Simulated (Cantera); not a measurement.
A Cantera script and what it prints.

```python
import numpy as np
import cantera as ct

gas_names = """
    H HO2 H2 H2O H2O2 H2S H2SO4 O OH O2 O3 S SH SO SO2 SO3 S2 S2O S8
""".split()
cond_names = """
    H2O(s) H2O(L) H2SO4(L) S(cr1) S(cr2) S(L)
""".split()


# ... load() reads the species with a 1 bar reference pressure and builds the phases ...
atoms = {
    'H2S': {'H': 2, 'S': 1},
    'O2': {'O': 2},
    'H2': {'H': 2},
}
top_T = {}  # K; cautious upper limits of use, not melting points


# ... equilibrate(T, P, feed) seeds the gas with the atoms and calls Mixture.equilibrate('TP', solver="vcs", rtol=1e-11, max_steps=5000) ...
results = []
T = 1698  # K
P = 1000  # Pa
for m in [0.018, 0.025, 0.034, 0.047, 0.064, 0.087, 0.12, 0.16]:
    feed = {'H2S': 1, 'O2': m, 'H2': 0.1}  # mol
    mix = equilibrate(T, P, feed)
    results.append((T, P, feed, dict(zip(mix.species_names, mix.species_moles))))

top = {s: max(r[3][s] / sum(r[3][g] for g in gas_names) for r in results) for s in gas_names}
cols = sorted((s for s in top if top[s] > 1e-06), key=lambda s: -top[s])[:5]
seen = [c for c in cond_names if any(r[3].get(c, 0) > 1e-12 for r in results)]
print("log10 of partial pressures in bar; condensed amounts in mol")
print(f"{'n(O2)':>10s}" + "".join(f"{s[:9]:>10s}" for s in cols + seen))
for T, P, feed, n in results:
    ng = sum(n[g] for g in gas_names)
    print(f"{feed['O2']:10.4g}" + "".join(f"{np.log10(max(n[s] / ng * P / 1e5, 1e-99)):10.3f}" for s in cols)
          + "".join(f"{n.get(c, 0):10.4g}" for c in seen))
```

It prints:

```
log10 of partial pressures in bar; condensed amounts in mol
     n(O2)        H2        S2       H2O       H2S        SH
     0.018    -2.206    -2.543    -3.649    -3.285    -3.864
     0.025    -2.212    -2.543    -3.508    -3.291    -3.867
     0.034    -2.219    -2.543    -3.376    -3.298    -3.870
     0.047    -2.230    -2.543    -3.238    -3.309    -3.876
     0.064    -2.245    -2.543    -3.107    -3.324    -3.883
     0.087    -2.265    -2.543    -2.979    -3.344    -3.893
      0.12    -2.294    -2.544    -2.848    -3.374    -3.909
      0.16    -2.331    -2.547    -2.735    -3.412    -3.928
```

Cantera equilibrium calculation (NASA polynomials, part measured and part estimated; ideal gas, pure solids and liquids).
